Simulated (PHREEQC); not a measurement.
# Brine: speciation

Dissolve 0.0098 mol H2SO4 and 0.12 mol KCl per kg of water at 25 °C. Closed to the air; pH follows from the charge balance.

The numbers come from PHREEQC with the ion-association model, phreeqc.dat.

```yaml
pH: 1.87
ionic_strength: 0.141 mol/kgw
specific_conductance: 20000 µS/cm
density: 1.003 g/cm³
total_alkalinity: -19.6 meq/kg
```

```csv
species,molality,activity,log γ
Cl-,0.120,0.0890,-0.130
K+,0.119,0.0876,-0.131
H+,0.0166,0.0134,-0.091
SO4-2,0.00534,0.00177,-0.479
HSO4-,0.00304,0.00232,-0.118
KSO4-,0.00142,0.00109,-0.115
```

This is a speciation only: nothing precipitates in the calculation. Complexes and solids missing from the database can't appear.
